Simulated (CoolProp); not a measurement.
Properties of n-perfluorohexane along the isobar 10.4 MPa (Tc = 448.0 K, pc = 1.742 MPa, ω = 0.497).

Computed with CoolProp (reference Helmholtz-energy equation of state, Gao 2022).

```csv
T (K),phase,cp (kJ/(kg K)),cv (kJ/(kg K)),speed of sound (m/s),expansivity (1/kK)
255.4,liquid,0.9739,0.7898,675.0,1.397
268.2,liquid,0.9924,0.8096,646.1,1.415
281.1,liquid,1.011,…,617.2,1.439
293.9,liquid,1.028,0.8470,…,…
306.8,liquid,1.046,0.8646,560.2,1.507
319.6,liquid,1.062,0.8814,532.0,1.551
332.5,liquid,1.078,0.8977,503.8,1.603
345.3,liquid,1.094,0.9132,476.1,1.662
```

Task: Complete the blanks.

Result: 
- 281.1, cv (kJ/(kg K)): 0.8287
- 293.9, speed of sound (m/s): 588.7
- 293.9, expansivity (1/kK): 1.470
